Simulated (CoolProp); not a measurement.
Vapour-liquid equilibrium of ethylene (1) + isobutane (2) at 86.7 kPa; x and y are mole fractions of (1).

Model: multi-fluid Helmholtz-energy mixture model, Smukala 2000 and Bücker 2006; pair parameters Bell 2016, in CoolProp.

```
x     bubble temperature, mixture model (K)  bubble temperature, Raoult's law (K)  y, mixture model  y, Raoult's law
----  -------------------------------------  ------------------------------------  ----------------  ---------------
0.05                                  234.7                                 229.2             0.651            0.743
0.2                                   201.9                                 198.1             0.958            0.969
0.35                                  188.3                                 186.0             0.988            0.991
0.5                                   180.2                                 179.0             0.996            0.996
0.65                                  174.7                                 174.2             0.998            0.998
0.8                                   170.7                                 170.5             0.999            0.999
0.95                                  167.7                                 167.6             1.000            1.000
```

The largest gap from Raoult's law is +5.5 K in bubble temperature, at x = 0.05. No azeotrope shows between x = 0.05 and 0.95.

The pair parameters rest on a limited set of measurements; away from them the model extrapolates.
